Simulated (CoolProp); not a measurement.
Properties of nitrous oxide along the isobar 2.87 bar (Tc = 309.5 K, pc = 72.45 bar, ω = 0.161).

Model: reference Helmholtz-energy equation of state, Lemmon 2006, in CoolProp. It is a short technical equation, of lower accuracy than the large ones.

```
T (K)  phase  density (kg/m³)  Joule-Thomson coefficient (K/MPa)  expansivity (1/kK)
-----  -----  ---------------  ---------------------------------  ------------------
307.1    gas            5.018                              10.20               3.407
331.2    gas            4.639                              8.574               3.130
355.3    gas            4.314                              7.315               2.898
379.4    gas            4.033                              6.314               2.700
403.5    gas            3.787                              5.503               2.529
427.6    gas            3.569                              4.835               2.379
451.8    gas            3.375                              4.274               2.246
475.9    gas            3.202                              3.802               2.128
500      gas            3.046                              3.399               2.022
```
